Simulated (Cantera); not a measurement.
# Gas activation for diamond growth

An isothermal, constant-pressure homogeneous reactor starts with CH4 : H2 : H = 0.025 : 1 : 0.058 (molar parts), at 2525 K and 7800 Pa.

Detailed kinetics in Cantera: GRI-Mech 3.0 (53 species, 325 reactions). GRI-Mech 3.0 stops at C3 and has no aromatics, soot or wall deposition, so with more carbon than oxygen in the feed, carbon stays in small species such as C2H2 where larger ones or solid carbon would form.

| t (s) | x CH4 | x H2 | x H | x C2H6 | x CH3 | x C2H2 |
|---|---|---|---|---|---|---|
| 0.000200 | 0.00411 | 0.946 | 0.0391 | 3.06e-7 | 0.00302 | 0.00768 |
| 0.000743 | 0.00108 | 0.944 | 0.0432 | 2.29e-8 | 0.000878 | 0.0103 |
| 0.00276 | 0.000182 | 0.937 | 0.0518 | 7.61e-10 | 0.000180 | 0.0110 |
| 0.0102 | 2.80e-5 | 0.921 | 0.0675 | 2.23e-11 | 3.66e-5 | 0.0111 |
| 0.0381 | 1.03e-5 | 0.899 | 0.0898 | 3.87e-12 | 1.83e-5 | 0.0110 |
| 0.141 | 8.91e-6 | 0.893 | 0.0956 | 3.06e-12 | 1.69e-5 | 0.0109 |
| 0.525 | 8.91e-6 | 0.893 | 0.0956 | 3.06e-12 | 1.69e-5 | 0.0109 |
| 1.95 | 8.91e-6 | 0.893 | 0.0956 | 3.06e-12 | 1.69e-5 | 0.0109 |
| 7.25 | 8.91e-6 | 0.893 | 0.0956 | 3.06e-12 | 1.69e-5 | 0.0109 |
| 26.9 | 8.91e-6 | 0.893 | 0.0956 | 3.06e-12 | 1.69e-5 | 0.0109 |
| 100 | 8.91e-6 | 0.893 | 0.0956 | 3.06e-12 | 1.69e-5 | 0.0109 |
x: mole fraction; the columns are a selection and need not sum to one.

Equilibrium at this temperature and pressure: CH4 9.03e-6, H2 0.893, H 0.0956, C2H6 3.13e-12, CH3 1.72e-5, C2H2 0.0109 (gas phase only).
